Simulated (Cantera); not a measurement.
Feed: 1 mol Si₂H₆, 0.54 mol HCl, 9.4 mol N₂, equilibrated at 825 K and 0.280 bar.

Method: chemical equilibrium by Gibbs-energy minimisation in Cantera with the NASA 1993 tables (ideal gas, pure condensed phases). Candidate condensed phases: NH₄Cl, Si, Si₃N₄; 28 gas species. The feed counts by its element totals alone. N₂ is the only nitrogen source here; it is nearly inert below about 1500 K, so the nitride shown seldom forms there in practice. The numbers say what is thermodynamically allowed, not how fast it happens.

Question: What is the equilibrium state?

Answer: 
```
Property                             Result
--------------------------------  ---------
x(N₂)                                 0.695
x(H₂)                                 0.258
x(HCl)                               0.0464
x(NH₃)                              7.18e-5
x(SiCl₄)                            4.15e-5
n(Si₃N₄(s))                       0.667 mol
gas amount                        11.61 mol
log10 activity of Si(s) (absent)      -9.48
```
